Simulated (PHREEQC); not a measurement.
Consider water at 20 °C with 0.17 mol NaHSO4 and 0.092 mol NaCl per kg of water. Closed to the air; pH follows from the charge balance.

Computed with PHREEQC (ion-association model, phreeqc.dat).

No solid was allowed to form.

**Question.** Order these S species by the share of S that they hold, largest first: SO4-2, HSO4-, NaSO4-.

**Answer.** HSO4- (56 %), SO4-2 (35 %), NaSO4- (9.7 %)

The pH is 1.23 and the ionic strength 0.380 mol/kgw. Complexes and solids missing from the database can't appear.
